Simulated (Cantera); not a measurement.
A Cantera script and its output.

```python
import numpy as np
import cantera as ct

gas = ct.Solution("gri30.yaml")


def delay(T, t_max=10):
    gas.TPX = T, 560000, {'C3H8': 1, 'O2': 9.8, 'N2': 36.9, 'CO2': 12}
    reactor = ct.IdealGasConstPressureReactor(gas, clone=False)
    net = ct.ReactorNet([reactor])
    net.rtol, net.atol = 1e-8, 1e-16
    while net.time < t_max:
        t_old, T_old = net.time, reactor.T
        net.step()
        if reactor.T > T + 400:  # ignition: a rise of 400 K
            return t_old + (T + 400 - T_old) / (reactor.T - T_old) * (net.time - t_old)
    return np.nan


taus = []
for T in [1075, 1175, 1275, 1375, 1475, 1575]:
    taus.append(delay(T))
    print(f"T0 = {T:6g} K   tau = {taus[-1]:.4e} s")
```

It prints:

```
T0 =   1075 K   tau = 3.0056e-02 s
T0 =   1175 K   tau = 4.3016e-03 s
T0 =   1275 K   tau = 7.0867e-04 s
T0 =   1375 K   tau = 1.5202e-04 s
T0 =   1475 K   tau = 4.4707e-05 s
T0 =   1575 K   tau = 1.8198e-05 s
```

Cantera simulation using GRI-Mech 3.0 (53 species, 325 reactions); the numbers are that mechanism's predictions, not measurements.
